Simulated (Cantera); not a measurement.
Cantera run:

```python
import numpy as np
import cantera as ct

gas_names = [...]  # 113 gases of nasa_gas.yaml made of C, Cu, H, O
cond_names = """
    C(gr) C6H6(L) C7H8(L) C8H18(L),n-octa Cu(cr) Cu(L) CuO(s) CuO2H2(s) Cu2O(s) Cu2O(L) H2O(s) H2O(L)
""".split()


# ... load() reads the species with a 1 bar reference pressure and builds the phases ...
atoms = {
    'Cu2O': {'Cu': 2, 'O': 1},
    'CH4': {'C': 1, 'H': 4},
    'H2': {'H': 2},
}
top_T = {'C(gr)': 4500, 'CuO(s)': 1390}  # K; cautious upper limits of use, not melting points


# ... equilibrate(T, P, feed) seeds the gas with the atoms and calls Mixture.equilibrate('TP', solver="vcs", rtol=1e-11, max_steps=5000) ...
results = []
T = 2548.15  # K
P = 700000  # Pa
for m in [0.53, 0.66, 0.82, 1, 1.3, 1.6, 1.9, 2.4, 3, 3.7]:
    feed = {'Cu2O': 1, 'CH4': m, 'H2': 5.1}  # mol
    mix = equilibrate(T, P, feed)
    results.append((T, P, feed, dict(zip(mix.species_names, mix.species_moles))))

top = {s: max(r[3][s] / sum(r[3][g] for g in gas_names) for r in results) for s in gas_names}
cols = sorted((s for s in top if top[s] > 0.001), key=lambda s: -top[s])[:9]
seen = [c for c in cond_names if any(r[3].get(c, 0) > 1e-12 for r in results)]
print("log10 of partial pressures in bar; condensed amounts in mol")
print(f"{'n(CH4)':>10s}" + "".join(f"{s[:9]:>10s}" for s in cols + seen))
for T, P, feed, n in results:
    ng = sum(n[g] for g in gas_names)
    print(f"{feed['CH4']:10.4g}" + "".join(f"{np.log10(max(n[s] / ng * P / 1e5, 1e-99)):10.3f}" for s in cols)
          + "".join(f"{n.get(c, 0):10.4g}" for c in seen))
```

Output:

```
log10 of partial pressures in bar; condensed amounts in mol
    n(CH4)        H2        CO       H2O        Cu C2H2,acet         H     C(gr)     Cu(L)
      0.53     0.756    -0.279    -0.333    -0.644    -8.835    -1.132         0     1.767
      0.66     0.760    -0.206    -0.499    -0.644    -8.345    -1.130         0     1.753
      0.82     0.764    -0.138    -0.805    -0.644    -7.585    -1.127         0     1.737
         1     0.768    -0.081    -2.867    -0.644    -3.333    -1.125         0     1.718
       1.3     0.766    -0.111    -4.010    -0.644    -1.113    -1.126      0.09     1.697
       1.6     0.770    -0.140    -4.035    -0.644    -1.110    -1.124    0.3736     1.676
       1.9     0.773    -0.167    -4.059    -0.644    -1.107    -1.123    0.6571     1.655
       2.4     0.777    -0.209    -4.097    -0.644    -1.102    -1.121      1.13     1.621
         3     0.782    -0.254    -4.138    -0.644    -1.098    -1.118     1.697     1.579
       3.7     0.786    -0.302    -4.181    -0.644    -1.094    -1.116     2.358      1.53
```

Cantera equilibrium calculation (NASA polynomials, part measured and part estimated; ideal gas, pure solids and liquids).
